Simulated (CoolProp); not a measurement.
Vapour-liquid equilibrium of hydrogen sulfide (1) + benzene (2) at 296.7 K; x and y are mole fractions of (1).

Computed with CoolProp (multi-fluid Helmholtz-energy mixture model, Lemmon 2006 and Thol 2012; pair parameters Bell 2016).

| x | bubble pressure, mixture model (bar) | bubble pressure, Raoult's law (bar) | y, mixture model | y, Raoult's law |
|---|---|---|---|---|
| 0.05 | 1.008 | 1.086 | 0.885 | 0.896 |
| 0.15 | 2.727 | 3.021 | 0.959 | 0.967 |
| 0.25 | 4.425 | 4.955 | 0.976 | 0.982 |
| 0.35 | 6.151 | 6.890 | 0.984 | 0.989 |
| 0.45 | 7.939 | 8.825 | 0.989 | 0.993 |
| 0.55 | 9.812 | 10.76 | 0.992 | 0.995 |
| 0.65 | 11.78 | 12.69 | 0.995 | 0.997 |
| 0.75 | 13.85 | 14.63 | 0.996 | 0.998 |
| 0.85 | 16.01 | 16.56 | 0.998 | 0.999 |
| 0.95 | 18.27 | 18.50 | 0.999 | 1.000 |

The largest gap from Raoult's law is -10.7 % in bubble pressure, at x = 0.35. No azeotrope shows between x = 0.05 and 0.95.

The pair parameters rest on a limited set of measurements; away from them the model extrapolates.
